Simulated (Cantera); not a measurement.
Input: 1 mol Si3N4, 0.056 mol H2O, 79 mol N2, held at 0.00218 Torr.

Cantera equilibrium calculation (NASA polynomials, part measured and part estimated; ideal gas, pure solids and liquids). Candidate condensed phases: H2O, Si, SiO2, Si2N2O, Si3N4; 35 gas species. Mutual solubility and eutectic melting of coexisting phases are not modelled. The tables' values for SiN are old estimates; treat these amounts as uncertain. Kinetics and transport are ignored.

x: gas mole fraction; n: condensed amount in mol.

| T (°C) | x N2 | x Si | x H | x SiO | x H2 | x Si2 | x Si2N | n Si2N2O(s) | n Si3N4(s) | n Si(s) |
|---|---|---|---|---|---|---|---|---|---|---|
| 927 | 0.999 | 2.20e-8 | 3.08e-6 | ___ | 0.000707 | <1e-12 | 1.03e-11 | 0.0555 | 0.963 | 0 |
| 977 | 0.999 | 3.55e-7 | 7.53e-6 | ___ | 0.000704 | 6.52e-12 | 3.58e-10 | 0.0505 | 0.964 | 0 |
| 1027 | 0.999 | 4.62e-6 | 1.72e-5 | ___ | 0.000699 | 3.49e-10 | 9.45e-9 | 0.00882 | 0.978 | 0 |
| 1077 | 0.999 | 4.95e-5 | 3.67e-5 | 0.000707 | 0.000689 | 1.38e-8 | 1.95e-7 | 0 | 0.980 | 0 |
| 1127 | 0.998 | 0.000284 | 7.30e-5 | 0.000690 | 0.000654 | 1.69e-7 | 1.29e-6 | 0 | 0 | 2.92 |
| 1177 | 0.997 | 0.00106 | 0.000138 | 0.000690 | 0.000620 | 9.38e-7 | 4.08e-6 | 0 | 0 | 2.86 |
| 1227 | 0.995 | 0.00363 | 0.000246 | 0.000688 | 0.000565 | 4.64e-6 | 1.19e-5 | 0 | 0 | 2.64 |
| 1277 | 0.987 | 0.0115 | 0.000405 | 0.000682 | 0.000479 | 2.07e-5 | 3.22e-5 | 0 | 0 | 1.99 |
| 1327 | 0.965 | 0.0336 | 0.000607 | 0.000667 | 0.000362 | 8.38e-5 | 8.13e-5 | 0 | 0 | 0.0839 |
| 1377 | 0.963 | 0.0348 | 0.000837 | 0.000666 | 0.000246 | 4.42e-5 | 2.78e-5 | 0 | 0 | 0 |
| 1427 | 0.963 | 0.0349 | 0.00104 | 0.000666 | 0.000145 | 2.28e-5 | 9.51e-6 | 0 | 0 | 0 |

**Question.** Complete the blanks.

**Answer.** 
- 927, x SiO: 6.70e-6
- 977, x SiO: 6.92e-5
- 1027, x SiO: 0.000596
